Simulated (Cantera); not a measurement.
Input (Python, Cantera) and output of one run.

```python
import numpy as np
import cantera as ct

gas_names = """
    C CN CO CO2 C2 CCN CNC C2N2 C2O C3 C3O2 C4 C4N2 C5 Fe FeC5O5 FeO N NCO NO NO2 NO3 N2 N2O O O2 O3
""".split()
cond_names = """
    C(gr) Fe(a) Fe(c) Fe(d) Fe(L) FeC5O5(L) FeO(s) FeO(L) Fe2O3(s) Fe3O4(s)
""".split()


# ... load() reads the species with a 1 bar reference pressure and builds the phases ...
atoms = {
    'Fe(CO)5': {'Fe': 1, 'C': 5, 'O': 5},
    'CO': {'C': 1, 'O': 1},
    'N2': {'N': 2},
}
top_T = {'C(gr)': 4500, 'Fe2O3(s)': 1830, 'Fe3O4(s)': 1870}  # K; cautious upper limits of use, not melting points


# ... equilibrate(T, P, feed) seeds the gas with the atoms and calls Mixture.equilibrate('TP', solver="vcs", rtol=1e-11, max_steps=5000) ...
results = []
T = 1023  # K
P = 1333.22  # Pa
for m in [0.82, 1.2, 1.6, 2.3, 3.3, 4.7, 6.6, 9.4, 13]:
    feed = {'Fe(CO)5': 1, 'CO': 0.11, 'N2': m}  # mol
    mix = equilibrate(T, P, feed)
    results.append((T, P, feed, dict(zip(mix.species_names, mix.species_moles))))

top = {s: max(r[3][s] / sum(r[3][g] for g in gas_names) for r in results) for s in gas_names}
cols = sorted((s for s in top if top[s] > 0.0001), key=lambda s: -top[s])[:5]
seen = [c for c in cond_names if any(r[3].get(c, 0) > 1e-12 for r in results)]
print("log10 of partial pressures in bar; condensed amounts in mol")
print(f"{'n(N2)':>10s}" + "".join(f"{s[:9]:>10s}" for s in cols + seen))
for T, P, feed, n in results:
    ng = sum(n[g] for g in gas_names)
    print(f"{feed['N2']:10.4g}" + "".join(f"{np.log10(max(n[s] / ng * P / 1e5, 1e-99)):10.3f}" for s in cols)
          + "".join(f"{n.get(c, 0):10.4g}" for c in seen))
```

It prints:

```
log10 of partial pressures in bar; condensed amounts in mol
     n(N2)        CO        N2       CO2     C(gr)     Fe(a)
      0.82    -1.942    -2.733    -4.330   0.02073         1
       1.2    -1.969    -2.595    -4.384    0.0195         1
       1.6    -1.995    -2.497    -4.437   0.01834         1
       2.3    -2.038    -2.382    -4.523   0.01663         1
       3.3    -2.093    -2.281    -4.633   0.01466         1
       4.7    -2.160    -2.194    -4.766   0.01259         1
       6.6    -2.237    -2.124    -4.920   0.01056         1
       9.4    -2.330    -2.063    -5.106   0.00853         1
        13    -2.426    -2.019    -5.298  0.006842         1
```

Method: chemical equilibrium by Gibbs-energy minimisation in Cantera with the NASA 1993 tables (ideal gas, pure condensed phases). Condensed phases not in the tables: cementite and carbon dissolved in iron.
